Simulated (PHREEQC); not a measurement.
Solution (39 °C): 0.0053 mol TMAH, 0.053 mol K2SO4 and 0.00035 mol CuSO4 per kg of water. Closed to the air; pH follows from the charge balance.

Equilibrium calculation in PHREEQC: ion-association model, wateq4f.dat.

Q: The ionic strength comes out as 0.143 mol/kgw. What activity coefficients do K+, KSO4-, OH-, Cu(OH)3-, SO4-2 get?

A: K+ 0.73, KSO4- 0.76, OH- 0.73, Cu(OH)3- 0.76, SO4-2 0.32.

Precipitation was switched off in this run. The solution is supersaturated, for example in Cu(OH)2, Tenorite (slow to form), so a real one may precipitate; this is no full list. Species that the database lacks are ignored. (CH3)4N+ isn't in the database: it is added as a free cation with an ion size of 4 Å. Away from 25 °C the constants follow the database's enthalpies or fits; those with neither stay at their 25 °C values. The database's constant for dissolved Cu(OH)2 is higher than later reviews accept.
